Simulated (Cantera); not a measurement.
An adiabatic, constant-pressure homogeneous reactor starts with CO : H2 : CH4 : O2 : N2 : H2O = 1 : 0.094 : 0.11 : 1.67 : 6.27 : 2.2 (molar parts), at 1375 K and 1880 Torr.

Detailed kinetics in Cantera: GRI-Mech 3.0 (53 species, 325 reactions).

Question: Predict: time of steepest temperature rise; temperature at 6.00 s; equilibrium temperature; x(CO) at 6.00 s; x(H2) at 6.00 s; x(O) at 6.00 s; x(H2O) at 6.00 s.

Answer: 
- time of steepest temperature rise: 0.120 ms
- temperature at 6.00 s: 2202 K
- equilibrium temperature: 2202 K
- x(CO) at 6.00 s: 0.00140 (gas-phase equilibrium 0.00140)
- x(H2) at 6.00 s: 0.000599 (gas-phase equilibrium 0.000599)
- x(O) at 6.00 s: 0.000493 (gas-phase equilibrium 0.000493)
- x(H2O) at 6.00 s: 0.229 (gas-phase equilibrium 0.229)
